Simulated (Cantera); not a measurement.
**Gas-phase reforming**

An isothermal, constant-pressure homogeneous reactor starts with CH4 : CO2 : H2O = 1 : 0.39 : 0.018 (molar parts), at 2025 K and 1000000 Pa.

Cantera simulation using GRI-Mech 3.0 (53 species, 325 reactions); the numbers are that mechanism's predictions, not measurements. GRI-Mech 3.0 stops at C3 and has no aromatics, soot or wall deposition, so with more carbon than oxygen in the feed, carbon stays in small species such as C2H2 where larger ones or solid carbon would form.

```
t (s)      x CH4    x CO2  x C2H2     x OH    x C2H
--------  ------  -------  ------  -------  -------
0.000700  0.0340   0.0123   0.172  1.20e-5  3.17e-6
0.00252   0.0256  0.00710   0.141  6.68e-6  2.45e-6
0.00910   0.0206  0.00211   0.107  1.73e-6  1.77e-6
0.0328    0.0186  6.50e-5  0.0951  5.09e-8  1.54e-6
0.118     0.0185  1.41e-6  0.0947  1.12e-9  1.53e-6
0.427     0.0185  1.41e-6  0.0947  1.12e-9  1.53e-6
1.54      0.0185  1.41e-6  0.0947  1.12e-9  1.53e-6
5.55      0.0185  1.41e-6  0.0947  1.12e-9  1.53e-6
20.0      0.0185  1.41e-6  0.0947  1.12e-9  1.53e-6
```
x: mole fraction; the columns are a selection and need not sum to one.

Equilibrium at this temperature and pressure: CH4 0.0185, CO2 1.42e-6, C2H2 0.0947, OH 1.13e-9, C2H 1.53e-6 (gas phase only).
